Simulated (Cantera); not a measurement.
# Pyrogenic steam for wet oxidation

An isothermal, constant-pressure homogeneous reactor starts with 6.88 % H₂, 7.16 % O₂, 86.0 % N₂, at 1073 K and 100.0 Torr.

Detailed kinetics in Cantera: GRI-Mech 3.0 (53 species, 325 reactions). The temperature is held fixed by assumption; the heat of reaction is taken as removed at once.

```json
[
 {"t (s)": "0.000800", "x H₂": "0.0688", "x O₂": "0.0716", "x NO": "<1e-12", "x H": "1.81e-6", "x H₂O": "2.29e-6", "x O": "3.69e-7", "x N₂O": "<1e-12"},
 {"t (s)": "0.00185", "x H₂": "0.0190", "x O₂": "0.0501", "x NO": "2.91e-7", "x H": "0.0234", "x H₂O": "0.0376", "x O": "0.00463", "x N₂O": "3.56e-9"},
 {"t (s)": "0.00428", "x H₂": "0.00236", "x O₂": "0.0396", "x NO": "2.38e-6", "x H": "0.00429", "x H₂O": "0.0659", "x O": "0.00166", "x N₂O": "1.54e-8"},
 {"t (s)": "0.00989", "x H₂": "0.000392", "x O₂": "0.0386", "x NO": "2.51e-6", "x H": "0.000202", "x H₂O": "0.0706", "x O": "0.000232", "x N₂O": "2.28e-8"},
 {"t (s)": "0.0229", "x H₂": "5.74e-5", "x O₂": "0.0386", "x NO": "2.50e-6", "x H": "8.66e-6", "x H₂O": "0.0711", "x O": "2.92e-5", "x N₂O": "2.65e-8"},
 {"t (s)": "0.0529", "x H₂": "9.28e-6", "x O₂": "0.0386", "x NO": "2.49e-6", "x H": "6.12e-7", "x H₂O": "0.0712", "x O": "4.96e-6", "x N₂O": "2.80e-8"},
 {"t (s)": "0.122", "x H₂": "1.72e-6", "x O₂": "0.0386", "x NO": "2.48e-6", "x H": "6.47e-8", "x H₂O": "0.0712", "x O": "1.13e-6", "x N₂O": "2.87e-8"},
 {"t (s)": "0.283", "x H₂": "3.95e-7", "x O₂": "0.0386", "x NO": "2.48e-6", "x H": "9.65e-9", "x H₂O": "0.0712", "x O": "3.24e-7", "x N₂O": "2.91e-8"},
 {"t (s)": "0.654", "x H₂": "1.16e-7", "x O₂": "0.0386", "x NO": "2.49e-6", "x H": "1.86e-9", "x H₂O": "0.0712", "x O": "1.10e-7", "x N₂O": "2.93e-8"},
 {"t (s)": "1.51", "x H₂": "4.01e-8", "x O₂": "0.0386", "x NO": "2.49e-6", "x H": "4.23e-10", "x H₂O": "0.0712", "x O": "4.11e-8", "x N₂O": "2.95e-8"},
 {"t (s)": "3.50", "x H₂": "1.53e-8", "x O₂": "0.0386", "x NO": "2.50e-6", "x H": "1.06e-10", "x H₂O": "0.0712", "x O": "1.64e-8", "x N₂O": "2.94e-8"},
 {"t (s)": "8.09", "x H₂": "6.19e-9", "x O₂": "0.0386", "x NO": "2.50e-6", "x H": "2.82e-11", "x H₂O": "0.0712", "x O": "6.79e-9", "x N₂O": "2.91e-8"},
 {"t (s)": "18.7", "x H₂": "2.64e-9", "x O₂": "0.0386", "x NO": "2.50e-6", "x H": "8.06e-12", "x H₂O": "0.0712", "x O": "2.93e-9", "x N₂O": "2.82e-8"},
 {"t (s)": "43.2", "x H₂": "1.26e-9", "x O₂": "0.0386", "x NO": "2.50e-6", "x H": "2.67e-12", "x H₂O": "0.0712", "x O": "1.38e-9", "x N₂O": "2.59e-8"},
 {"t (s)": "100", "x H₂": "7.83e-10", "x O₂": "0.0386", "x NO": "2.50e-6", "x H": "1.29e-12", "x H₂O": "0.0712", "x O": "8.21e-10", "x N₂O": "2.11e-8"}
]
```
x: mole fraction; the columns are a selection and need not sum to one.

Equilibrium at this temperature and pressure: H₂ 6.65e-10, O₂ 0.0386, NO 3.03e-5, H <1e-12, H₂O 0.0712, O 6.74e-10, N₂O 9.02e-10 (gas phase only).
